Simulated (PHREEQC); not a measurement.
A solution holds 0.21 mol/kgw ZnSO4, 0.0088 mol/kgw NaOH and 0.00023 mol/kgw HCl, at 45 °C. Closed to the air; pH follows from the charge balance.

Equilibrium calculation in PHREEQC: ion-association model, wateq4f.dat.

Each row changes one thing in this solution. This is a speciation only: nothing precipitates in the calculation.

| case | pH | ionic strength (mol/kgw) | Zn+2 (mol/kgw) | ZnSO4 (mol/kgw) | SO4-2 (mol/kgw) | Zn(SO4)2-2 (mol/kgw) | SI of Goslarite (ZnSO4:7H2O) |
|---|---|---|---|---|---|---|---|
| as made | 7.70 | 0.379 | 0.0891 | 0.0808 | 0.0643 | 0.0321 | -1.69 |
| diluted 5-fold with water | 7.49 | 0.0888 | 0.0210 | 0.0169 | 0.0201 | 0.00246 | -2.39 |
| 0.0086 mol/kgw CsF added | 7.71 | 0.388 | 0.0880 | 0.0798 | 0.0655 | 0.0321 | -1.70 |
| diluted 10-fold with water | 7.40 | 0.0491 | 0.0117 | 0.00786 | 0.0118 | 0.000670 | -2.73 |
| HCl left out | 7.71 | 0.379 | 0.0890 | 0.0808 | 0.0643 | 0.0321 | -1.69 |
| ZnSO4 from 0.21 to 0.42 mol/kgw | 7.52 | 0.735 | 0.178 | 0.157 | 0.109 | 0.0767 | -1.38 |
| NaOH from 0.0088 to 0.0044 mol/kgw | 7.41 | 0.379 | 0.0918 | 0.0820 | 0.0634 | 0.0321 | -1.69 |

The ionic strength passes 0.7 mol/kgw, the rough limit of the ion-association models, in ZnSO4 from 0.21 to 0.42 mol/kgw. Some of these states are supersaturated (in Zincite(c) (slow to form), for instance). At this temperature some constants are extrapolated from 25 °C, and those without enthalpy data are left unchanged.
